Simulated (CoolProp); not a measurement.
Saturation properties of methanol (Tc = 240.2 °C, pc = 8216 kPa, ω = 0.565).

Computed with CoolProp (reference Helmholtz-energy equation of state, de Reuck 1993).

| T (°C) | p (kPa) | liquid cp (kJ/(kg K)) | surface tension (mN/m) | liquid conductivity (mW/(m K)) |
|---|---|---|---|---|
| 106.55 | 433.0 | 3.242 | 15.0 | 184 |
| 109.85 | 478.1 | 3.280 | (withheld) | 184 |
| 113.25 | 528.4 | 3.320 | 14.3 | 183 |
| 116.55 | 581.2 | 3.360 | 14.0 | 182 |
| 119.85 | 638.1 | 3.400 | (withheld) | 182 |
| 123.25 | 701.4 | 3.444 | 13.3 | 181 |
| 126.55 | 767.5 | 3.487 | 13.0 | 181 |
| 129.85 | 838.5 | 3.532 | 12.6 | (withheld) |
| 133.25 | 917.0 | 3.579 | 12.3 | 179 |
| 136.55 | 998.7 | 3.627 | 11.9 | 179 |
| 139.85 | 1086 | (withheld) | 11.5 | 178 |
| 143.25 | 1182 | 3.729 | 11.2 | 177 |
| 146.55 | (withheld) | (withheld) | (withheld) | 177 |
| 149.85 | 1388 | 3.837 | 10.4 | 176 |
| 153.25 | 1505 | 3.896 | 10.1 | 176 |

**Question.** What belongs in the gaps?

**Answer.** 
- 109.85, surface tension (mN/m): 14.6
- 119.85, surface tension (mN/m): 13.6
- 129.85, liquid conductivity (mW/(m K)): 180
- 139.85, liquid cp (kJ/(kg K)): 3.676
- 146.55, p (kPa): 1282
- 146.55, liquid cp (kJ/(kg K)): 3.782
- 146.55, surface tension (mN/m): 10.8

It boils at 64.5 °C under 1 atm.

Thermal conductivity comes from a separate model (Sykioti 2013). Surface tension comes from a separate correlation (Mulero 2012).
